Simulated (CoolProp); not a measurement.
R1132(E) at several states: fugacity coefficient from the reference equation and from simpler models built on Tc = 75.7 °C, pc = 5.174 MPa, ω = 0.245; each cubic takes its own stable root.

Values from CoolProp's reference Helmholtz-energy equation of state, Akasaka 2024.

```json
[
 {"T (°C)": "-25.75", "p (MPa)": "0.0142", "phase": "gas", "reference": "0.9970"},
 {"T (°C)": "-11.25", "p (MPa)": "6.5", "phase": "liquid", "reference": "0.09263"},
 {"T (°C)": "-17.55", "p (MPa)": "0.279", "phase": "gas", "reference": "0.9465"},
 {"T (°C)": "55.45", "p (MPa)": "0.114", "phase": "gas", "reference": "0.9906"},
 {"T (°C)": "11.95", "p (MPa)": "6.5", "phase": "liquid", "reference": "0.1757"}
]
```

### Question
How far does each simpler model (van der Waals, Redlich-Kwong, Soave-Redlich-Kwong, Peng-Robinson) lie from the reference over these 5 states: mean and median of the absolute difference, and the worst?

### Answer
- van der Waals: mean 48.9 %, median 2.2 %, worst +156.5 % at -11.25 °C and 6.5 MPa
- Redlich-Kwong: mean 13.6 %, median 1.0 %, worst +40.6 % at -11.25 °C and 6.5 MPa
- Soave-Redlich-Kwong: mean 1.6 %, median 0.6 %, worst +3.8 % at 11.95 °C and 6.5 MPa
- Peng-Robinson: mean 0.2 %, median 0.3 %, worst +0.4 % at -17.55 °C and 0.279 MPa
